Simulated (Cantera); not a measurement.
Charge: 1 mol FeS, 4.1 mol H₂S, 0.72 mol N₂, 0.36 mol SO₃, at 1448 K and 1 atm.

Equilibrium computed with Cantera from the NASA thermochemical tables; the gas is ideal and each condensed phase is pure. Candidate condensed phases: Fe, FeO, Fe(OH)₂, Fe(OH)₃, FeS, FeSO₄, FeS₂, Fe₂O₃, Fe₂(SO₄)₃, Fe₃O₄, H₂O, H₂SO₄, S; 38 gas species. FeS: taken at fixed stoichiometry. Rates play no part.

Task: What is the equilibrium state?

Result: 
```json
{
  "x(H₂S)": "0.341",
  "x(S₂)": "0.198",
  "x(H₂O)": "0.177",
  "x(H₂)": "0.161",
  "x(N₂)": "0.119",
  "x(SH)": "0.00234",
  "x(SO₂)": "0.000764",
  "x(S₂O)": "0.000416",
  "x(SO)": "0.000111",
  "n(FeS(s))": "1.00 mol",
  "gas_amount": "6.026 mol",
  "log10 activity of S(l) (absent)": "-1.50",
  "log10 activity of Fe(γ) (absent)": "-2.20",
  "log10 activity of Fe(OH)₂(s) (absent)": "-8.03"
}
```
